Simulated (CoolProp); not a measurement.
A single-stage vapour-compression cycle with CH2F2 (R32): evaporating at 247.15 K (dew point), condensing at 268.15 K (bubble point), superheat 2 K, subcooling 5 K, compressor efficiency 0.9, no pressure losses. Each further row changes one setting.

Computed with CoolProp (reference Helmholtz-energy equation of state, Tillner-Roth 1997).

| case | cooling COP | pressure ratio | discharge temperature (K) | refrigerating effect (kJ/kg) | volumetric capacity (kJ/m³) |
|---|---|---|---|---|---|
| as stated | (withheld) | 2.15 | 294.9 | 327 | 2880 |
| evaporating temperature 252.15 K | 13.4 | (withheld) | (withheld) | 329 | (withheld) |
| condensing temperature 263.15 K | 13.2 | (withheld) | (withheld) | 336 | 2960 |
| subcooling 10 K | 10.1 | 2.15 | 294.9 | 336 | 2960 |
| superheat 12 K | 9.58 | 2.15 | 306.5 | 337 | (withheld) |
| compressor efficiency 0.8 | 8.73 | 2.15 | (withheld) | 327 | 2880 |

Question: Fill in the missing entries.

Answer: 
- as stated, cooling COP: 9.82
- evaporating temperature 252.15 K, pressure ratio: 1.77
- evaporating temperature 252.15 K, discharge temperature (K): 288.1
- evaporating temperature 252.15 K, volumetric capacity (kJ/m³): 3500
- condensing temperature 263.15 K, pressure ratio: 1.81
- condensing temperature 263.15 K, discharge temperature (K): 284.2
- superheat 12 K, volumetric capacity (kJ/m³): 2810
- compressor efficiency 0.8, discharge temperature (K): 299.0
